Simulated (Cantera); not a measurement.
Cantera with NASA thermochemical tables; ideal gases at 1 bar, condensed phases pure. Values are per mole of reaction as written; species without (g) are pure solids or liquids, kept so even where they would boil at 1 bar.

Ti3O5 + 2 Ti + 5 Cl2(g) ⇌ 5 TiOCl2(g)

| T (K) | ΔH° (kJ) | ΔS° (J/K) | ΔG° (kJ) | log10 K |
|---|---|---|---|---|
| 1175 | -326.4 | 211.3 | -574.6 | 25.55 |
| 1200 | -327.7 | 210.2 | -579.9 | 25.24 |
| 1225 | -329.1 | 209.0 | -585.2 | 24.95 |
| 1250 | (withheld) | (withheld) | (withheld) | (withheld) |
| 1275 | -331.9 | 206.8 | -595.5 | 24.40 |
| 1300 | (withheld) | (withheld) | (withheld) | (withheld) |
| 1325 | -335.0 | 204.4 | -605.8 | 23.88 |

Q: Some entries are withheld; supply them.

A: 
- 1250, ΔH° (kJ): -330.5
- 1250, ΔS° (J/K): 207.9
- 1250, ΔG° (kJ): -590.4
- 1250, log10 K: 24.67
- 1300, ΔH° (kJ): -333.4
- 1300, ΔS° (J/K): 205.6
- 1300, ΔG° (kJ): -600.7
- 1300, log10 K: 24.14
